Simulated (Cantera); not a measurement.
A perfectly stirred reactor is fed with C3H8 : H2 = 1 : 13 (molar parts), at 1.01 bar; it is held at 1550 K, and followed from long to short residence time.

Cantera simulation using GRI-Mech 3.0 (53 species, 325 reactions); the numbers are that mechanism's predictions, not measurements. GRI-Mech 3.0 was tuned for natural gas; its chemistry of propane as a main component is partial and can be far from experiment. GRI-Mech 3.0 stops at C3 and has no aromatics, soot or wall deposition, so with more carbon than oxygen in the feed, carbon stays in small species such as C2H2 where larger ones or solid carbon would form.

x: mole fraction; the columns are a selection and need not sum to one.

```tsv
τ (s)	x C3H8	x H2	x CH4	x C2H2	x C2H4
5.1	…	0.861	0.0851	0.0466	0.00712
1.7	…	0.863	0.0822	0.0476	0.00737
0.58	…	0.866	0.0773	0.0492	0.00786
0.19	…	0.869	0.0719	0.0506	0.00868
0.065	…	0.870	0.0685	0.0508	0.00991
0.022	…	0.871	0.0674	0.0491	0.0120
0.0072	…	0.870	0.0677	0.0451	0.0160
```

### Question
What belongs in the gaps?

### Answer

- 5.1, x C3H8: 1.22e-6
- 1.7, x C3H8: 3.50e-6
- 0.58, x C3H8: 9.60e-6
- 0.19, x C3H8: 2.60e-5
- 0.065, x C3H8: 6.44e-5
- 0.022, x C3H8: 0.000155
- 0.0072, x C3H8: 0.000372
